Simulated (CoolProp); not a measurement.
Properties of C2F6 (R116) along the isobar 0.878 MPa (Tc = 19.9 °C, pc = 3.048 MPa, ω = 0.257).

Model: reference Helmholtz-energy equation of state, Lemmon 2006, in CoolProp. It is a short technical equation, of lower accuracy than the large ones.

```json
[
 {"T (°C)": "4.35", "phase": "gas", "density (kg/m³)": "60.26", "cp (kJ/(kg K))": "0.8113", "speed of sound (m/s)": "120.4", "Joule-Thomson coefficient (K/MPa)": "11.88", "viscosity (µPa s)": "13.1", "fugacity coefficient": "0.8859"},
 {"T (°C)": "17.75", "phase": "gas", "density (kg/m³)": "56.10", "cp (kJ/(kg K))": "0.8175", "speed of sound (m/s)": "125.7", "Joule-Thomson coefficient (K/MPa)": "10.06", "viscosity (µPa s)": "13.8", "fugacity coefficient": "0.9028"},
 {"T (°C)": "31.15", "phase": "gas", "density (kg/m³)": "52.63", "cp (kJ/(kg K))": "0.8278", "speed of sound (m/s)": "130.4", "Joule-Thomson coefficient (K/MPa)": "8.653", "viscosity (µPa s)": "14.5", "fugacity coefficient": "0.9167"},
 {"T (°C)": "44.55", "phase": "gas", "density (kg/m³)": "49.67", "cp (kJ/(kg K))": "0.8402", "speed of sound (m/s)": "134.8", "Joule-Thomson coefficient (K/MPa)": "7.542", "viscosity (µPa s)": "15.2", "fugacity coefficient": "0.9283"},
 {"T (°C)": "57.95", "phase": "gas", "density (kg/m³)": "47.09", "cp (kJ/(kg K))": "0.8538", "speed of sound (m/s)": "138.9", "Joule-Thomson coefficient (K/MPa)": "6.642", "viscosity (µPa s)": "15.9", "fugacity coefficient": "0.9380"},
 {"T (°C)": "71.35", "phase": "gas", "density (kg/m³)": "44.81", "cp (kJ/(kg K))": "0.8680", "speed of sound (m/s)": "142.7", "Joule-Thomson coefficient (K/MPa)": "5.899", "viscosity (µPa s)": "16.6", "fugacity coefficient": "0.9463"},
 {"T (°C)": "84.75", "phase": "gas", "density (kg/m³)": "42.79", "cp (kJ/(kg K))": "0.8825", "speed of sound (m/s)": "146.3", "Joule-Thomson coefficient (K/MPa)": "5.279", "viscosity (µPa s)": "17.2", "fugacity coefficient": "0.9533"},
 {"T (°C)": "98.25", "phase": "gas", "density (kg/m³)": "40.95", "cp (kJ/(kg K))": "0.8970", "speed of sound (m/s)": "149.8", "Joule-Thomson coefficient (K/MPa)": "4.750", "viscosity (µPa s)": "17.9", "fugacity coefficient": "0.9594"},
 {"T (°C)": "111.65", "phase": "gas", "density (kg/m³)": "39.29", "cp (kJ/(kg K))": "0.9113", "speed of sound (m/s)": "153.2", "Joule-Thomson coefficient (K/MPa)": "4.302", "viscosity (µPa s)": "18.5", "fugacity coefficient": "0.9646"},
 {"T (°C)": "125.05", "phase": "gas", "density (kg/m³)": "37.78", "cp (kJ/(kg K))": "0.9252", "speed of sound (m/s)": "156.4", "Joule-Thomson coefficient (K/MPa)": "3.914", "viscosity (µPa s)": "19.0", "fugacity coefficient": "0.9691"},
 {"T (°C)": "138.45", "phase": "gas", "density (kg/m³)": "36.39", "cp (kJ/(kg K))": "0.9388", "speed of sound (m/s)": "159.4", "Joule-Thomson coefficient (K/MPa)": "3.577", "viscosity (µPa s)": "19.6", "fugacity coefficient": "0.9731"},
 {"T (°C)": "151.85", "phase": "gas", "density (kg/m³)": "35.12", "cp (kJ/(kg K))": "0.9519", "speed of sound (m/s)": "162.4", "Joule-Thomson coefficient (K/MPa)": "3.282", "viscosity (µPa s)": "20.2", "fugacity coefficient": "0.9766"}
]
```

Viscosity comes from a separate model (Huber 2003), an estimate that may be off by 10 % or more.
